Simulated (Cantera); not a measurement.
Input: 1 mol BN, 0.2 mol N2, held at 13300 Pa.

These are equilibrium values from Cantera (NASA tables, ideal gas, pure condensed phases), not measurements of a reactor. Candidate condensed phases: B, BN; 5 gas species. Equilibrium is a limit: real reactors are often held back by kinetics, nucleation or transport.

**Question.** At 2975 K, list the 4 most abundant gas species with their mole fractions, and the condensed phases.

**Answer.** N2 0.969, B 0.0294, BN 0.00206, N 3.19e-5. Condensed: B(l).
